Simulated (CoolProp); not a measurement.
Computed with CoolProp (reference Helmholtz-energy equation of state, Lemmon 2016).

Q: For R227EA, give the phase and the cv (kJ/(kg K)), speed of sound (m/s), Prandtl number, fugacity coefficient at 102.85 °C and 1460 kPa; 122.65 °C and 1460 kPa; 142.45 °C and 1460 kPa.

A: 
- 102.85 °C and 1460 kPa: gas; cv 0.906, speed of sound 115, Prandtl number 0.761, fugacity coefficient 0.835
- 122.65 °C and 1460 kPa: gas; cv 0.920, speed of sound 123, Prandtl number 0.740, fugacity coefficient 0.863
- 142.45 °C and 1460 kPa: gas; cv 0.937, speed of sound 130, Prandtl number 0.727, fugacity coefficient 0.885

Viscosity comes from a separate model (Huber 2003), an estimate that may be off by 10 % or more. Thermal conductivity comes from a separate model (Huber 2003), an estimate that may be off by 10 % or more.
